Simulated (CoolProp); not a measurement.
Properties of isopentane along the isobar 49 bar (Tc = 460.3 K, pc = 33.78 bar, ω = 0.227).

Values from CoolProp's reference Helmholtz-energy equation of state, Lemmon 2006. It is a short technical equation, of lower accuracy than the large ones.

| T (K) | phase | density (kg/m³) | cv (kJ/(kg K)) | isothermal compressibility (1/MPa) |
|---|---|---|---|---|
| 426.2 | liquid | 465.3 | 2.244 | 0.01537 |
| 434.4 | liquid | 450.2 | 2.281 | 0.01940 |
| 442.6 | liquid | 433.4 | 2.319 | 0.02536 |
| 450.8 | liquid | 414.6 | 2.359 | 0.03479 |
| 459 | liquid | 392.5 | 2.402 | 0.05130 |
| 467.2 | supercritical | 365.5 | 2.451 | 0.08498 |
| 475.4 | supercritical | 329.2 | 2.510 | 0.1715 |
| 483.6 | supercritical | 275.6 | 2.580 | 0.4154 |
| 491.8 | supercritical | 215.2 | 2.613 | 0.5865 |
| 500 | supercritical | 177.7 | 2.611 | 0.5002 |
